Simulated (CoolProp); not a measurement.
Properties of ethylene along the isotherm -65.95 °C (Tc = 9.2 °C, pc = 5.042 MPa, ω = 0.087).

Computed with CoolProp (reference Helmholtz-energy equation of state, Smukala 2000).

```tsv
p (MPa)	phase	density (kg/m³)	cp (kJ/(kg K))	cv (kJ/(kg K))	Joule-Thomson coefficient (K/MPa)	fugacity coefficient
2.8	liquid	513.3	2.538	1.319	-0.2537	0.2079
5.6	liquid	518.1	(withheld)	1.322	-0.2863	0.1136
8.4	liquid	522.5	2.459	1.325	(withheld)	(withheld)
11.2	liquid	526.6	2.429	1.328	-0.3373	0.06761
14	liquid	(withheld)	2.403	1.332	(withheld)	0.05896
16.8	liquid	534.1	2.381	1.335	-0.3755	0.05353
19.6	liquid	537.5	2.361	(withheld)	-0.3912	(withheld)
22.4	liquid	540.8	2.344	1.343	-0.4053	0.04757
25.2	liquid	(withheld)	2.328	1.347	-0.4178	0.04599
```

Task: Fill in the missing entries.

Result: 
- 5.6, cp (kJ/(kg K)): 2.495
- 8.4, Joule-Thomson coefficient (K/MPa): -0.3138
- 8.4, fugacity coefficient: 0.08264
- 14, density (kg/m³): 530.4
- 14, Joule-Thomson coefficient (K/MPa): -0.3576
- 19.6, cv (kJ/(kg K)): 1.339
- 19.6, fugacity coefficient: 0.04995
- 25.2, density (kg/m³): 543.9
